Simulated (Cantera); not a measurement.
Input (Python, Cantera):

```python
import numpy as np
import cantera as ct

gas = ct.Solution("gri30.yaml")
gas.TPX = 2200, 2666, {'NO': 1, 'N2': 0.6}
inlet = ct.Reservoir(gas, clone=True)

reactor = ct.IdealGasConstPressureReactor(gas, energy="off", clone=False)
exhaust = ct.Reservoir(gas, clone=True)
tau = [26, 7.3, 2.1, 0.59, 0.17, 0.047, 0.013, 0.0038, 0.0011][0]
for a, b in ((inlet, reactor), (reactor, exhaust)):
    ct.MassFlowController(a, b, mdot=lambda t: reactor.mass / tau)
net = ct.ReactorNet([reactor])
show = ['NO', 'O', 'N2', 'NO2', 'N2O', 'O2']

rows = []
print(f"{'tau/s':>10s}{'T/K':>9s}" + "".join(f"{s:>11s}" for s in show))
for tau in [26, 7.3, 2.1, 0.59, 0.17, 0.047, 0.013, 0.0038, 0.0011]:
    net.initial_time = 0.0
    net.advance(30 * tau)
    before = gas.X
    net.advance(40 * tau)
    drift = np.max(np.abs(gas.X - before) / (gas.X + 1e-9))
    rows.append([gas.T, *gas[show].X, drift])
    print(f"{tau:10.3e}{gas.T:9.1f}" + "".join(f"{x:11.3e}" for x in gas[show].X))
```

Result:

```
     tau/s      T/K         NO          O         N2        NO2        N2O         O2
 2.600e+01   2200.0  3.647e-02  8.899e-03  6.662e-01  8.897e-06  3.506e-07  2.884e-01
 7.300e+00   2200.0  7.534e-02  8.578e-03  6.469e-01  1.778e-05  1.271e-06  2.692e-01
 2.100e+00   2200.0  1.717e-01  7.803e-03  5.990e-01  3.668e-05  6.641e-06  2.215e-01
 5.900e-01   2200.0  3.706e-01  5.971e-03  5.001e-01  5.845e-05  3.542e-05  1.232e-01
 1.700e-01   2200.0  5.508e-01  3.541e-03  4.108e-01  4.595e-05  9.747e-05  3.471e-02
 4.700e-02   2200.0  6.103e-01  1.904e-03  3.816e-01  2.432e-05  1.378e-04  6.026e-03
 1.300e-02   2200.0  6.224e-01  8.176e-04  3.759e-01  1.114e-05  1.372e-04  7.119e-04
 3.800e-03   2200.0  6.245e-01  2.396e-04  3.751e-01  3.326e-06  9.203e-05  5.780e-05
 1.100e-03   2200.0  6.249e-01  5.872e-05  3.750e-01  6.324e-07  4.006e-05  3.973e-06
```

Model: GRI-Mech 3.0 (53 species, 325 reactions), integrated in Cantera. Radical loss at walls, strong at low pressure, is not modelled.
